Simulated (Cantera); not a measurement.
**Gas activation for diamond growth**

A perfectly stirred reactor is fed with 3.50 % CH₄, 92.0 % H₂, 4.51 % H₂O, at 0.120 bar; it is held at 3000 K, and followed from long to short residence time.

Model: GRI-Mech 3.0 (53 species, 325 reactions), integrated in Cantera.

```tsv
τ (s)	x CH₄	x H₂	x H	x CH₃	x C₂H₄
0.60	2.06e-8	0.610	0.355	1.37e-7	<1e-12
0.21	6.30e-8	0.616	0.350	4.17e-7	<1e-12
0.070	2.33e-7	0.631	0.334	1.51e-6	4.85e-12
0.024	1.25e-6	0.672	0.292	7.40e-6	1.26e-10
0.0081	1.71e-5	0.756	0.206	7.10e-5	1.35e-8
0.0028	0.000188	0.832	0.126	0.000449	6.04e-7
0.00094	0.000802	0.866	0.0869	0.00128	4.77e-6
```
x: mole fraction; the columns are a selection and need not sum to one.
